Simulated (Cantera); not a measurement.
Feed: 1 mol TiCl4, 8.8 mol H2O, equilibrated at 1225 K and 83.0 mbar.

These are equilibrium values from Cantera (NASA tables, ideal gas, pure condensed phases), not measurements of a reactor. Gases not in the tables: TiO(OH)2. The numbers say what is thermodynamically allowed, not how fast it happens.

```json
[
 {"species": "H2O", "before": "0.630", "after": "0.628"},
 {"species": "HCl", "before": "0.370", "after": "0.368"},
 {"species": "Cl", "before": "5.58e-5", "after": "0.00189"},
 {"species": "H2", "before": "3.83e-5", "after": "0.00142"},
 {"species": "OH", "before": "1.00e-6", "after": "0.000172"},
 {"species": "O2", "before": "1.46e-6", "after": "0.000186"},
 {"species": "Cl2", "before": "6.93e-6", "after": "1.82e-5"},
 {"species": "TiO2(rutile), mol", "before": "1.00", "after": "1.00"}
]
```
Gas species are given as mole fractions.

Which change was made?
(A) temperature from 1225 K to 1625 K
(B) temperature from 1225 K to 1973.15 K
(C) temperature from 1225 K to 2150 K
(D) temperature from 1225 K to 1748.15 K

A, temperature from 1225 K to 1625 K
